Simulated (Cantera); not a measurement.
Feed: 1 mol HCl, 4 mol H2, equilibrated at 600 °C and 0.133 bar.

These are equilibrium values from Cantera (NASA tables, ideal gas, pure condensed phases), not measurements of a reactor. Kinetics and transport are ignored.

Q: What is the equilibrium state?

A: 
```
Item            Value
----------  ---------
x(H2)           0.800
x(HCl)          0.200
gas amount  5.000 mol
```
